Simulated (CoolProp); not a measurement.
Values from CoolProp's reference Helmholtz-energy equation of state, Thol 2017.

Q: Give the vapour pressure (MPa), liquid density (kg/m³), vapour density (kg/m³), enthalpy of vaporisation (kJ/kg) of saturated octamethyltrisiloxane (MDM) at 400.9, 491.6 K.

A: 
```
T (K)  p (MPa)  liquid density (kg/m³)  vapour density (kg/m³)  enthalpy of vaporisation (kJ/kg)
-----  -------  ----------------------  ----------------------  --------------------------------
400.9   0.0504                     705                    3.75                               163
491.6    0.432                     580                    31.8                               117
```
